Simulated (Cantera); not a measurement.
Feed: 1 mol Al, 1 mol H2O, 100 mol N2, held at 6.60 mbar.

Cantera equilibrium calculation (NASA polynomials, part measured and part estimated; ideal gas, pure solids and liquids). Candidate condensed phases: Al, AlN, Al2O3, H2O; 35 gas species. Rates play no part. All values below are at 1875 K.

Base state: N2 0.987, H2 0.00947, Al 0.00215, Al2O 0.000849, H 0.000785 (mole fractions); condensed: Al2O3(s).

Question: What changes in the equilibrium state with this change: H2O from 1 to 0.64 mol?

Answer: 
| species | before | after |
|---|---|---|
| N2 | 0.987 | 0.989 |
| H2 | 0.00947 | 0.00601 |
| Al | 0.00215 | 0.00306 |
| Al2O | 0.000849 | 0.00136 |
| H | 0.000785 | 0.000626 |
| Al2O3(s), mol | 0.305 | 0.167 |
| AlN(s), mol | 0 | 0.0801 |
Mutual solubility and eutectic melting of coexisting phases are not modelled. Condensed phases not in the tables: aluminium oxynitride.
